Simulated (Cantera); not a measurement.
A perfectly stirred reactor is fed with CH₄ : CO : O₂ : N₂ = 1 : 0.11 : 1.28 : 4.83 (molar parts), at 101000 Pa; it is adiabatic with a 675 K inlet, and is followed from long to short residence time, starting on the burning branch (τ in s: 0.21, 0.077, 0.029, 0.011, 0.0041, 0.0015, 0.00058, 0.00022, 8.1e-05, 3e-05, 1.1e-05, 4.3e-06).

Model: GRI-Mech 3.0 (53 species, 325 reactions), integrated in Cantera.

x: mole fraction; the columns are a selection and need not sum to one.

```
τ (s)    T (K)     x CH₄    x CO     x O₂    x C₂H   x CO₂      x NO
-------  -----  --------  ------  -------  -------  ------  --------
0.21      2107  0.000122   0.103  3.81e-5  2.93e-9  0.0364  0.000136
0.077     2106  0.000255   0.103  9.11e-5  1.43e-8  0.0364  0.000166
0.029     2104         ?   0.102        ?        ?  0.0365  0.000180
0.011     2102         ?   0.101        ?        ?  0.0365  0.000176
0.0041    2095   0.00138   0.100  0.00109  4.92e-7  0.0364  0.000152
0.0015    2079   0.00217  0.0985  0.00247  1.04e-6  0.0356  0.000109
0.00058   2045   0.00363  0.0971  0.00569  1.68e-6  0.0334   6.07e-5
0.00022    675     0.139  0.0152    0.177   <1e-12  <1e-12    <1e-12
8.1e-5     675     0.139  0.0152    0.177   <1e-12  <1e-12    <1e-12
3.0e-5     675     0.139  0.0152    0.177   <1e-12  <1e-12    <1e-12
1.1e-5     675     0.139  0.0152    0.177   <1e-12  <1e-12    <1e-12
4.3e-6     675     0.139  0.0152    0.177   <1e-12  <1e-12    <1e-12
```

**Question.** Complete the blanks.

**Answer.** 
- 0.029, x CH₄: 0.000491
- 0.029, x O₂: 0.000213
- 0.029, x C₂H: 5.81e-8
- 0.011, x CH₄: 0.000855
- 0.011, x O₂: 0.000484
- 0.011, x C₂H: 1.89e-7
